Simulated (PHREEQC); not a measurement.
A solution holds 0.075 mol/kgw NaF, 0.013 mol/kgw K2HPO4 and 0.002 mol/kgw KCl, at 30 °C. Closed to the air; pH follows from the charge balance.

Computed with PHREEQC (ion-association model, wateq4f.dat).

Task: The ionic strength comes out as 0.113 mol/kgw. What activity coefficients do HPO4-2, PO4-3, K+, NaHPO4-, F- get?

Result: HPO4-2 0.36, PO4-3 0.100, K+ 0.75, NaHPO4- 0.78, F- 0.75.

This is a speciation only: nothing precipitates in the calculation. Species that the database lacks are ignored. H3PO4, which wateq4f.dat lacks, is added to it with the constant of phreeqc.dat.
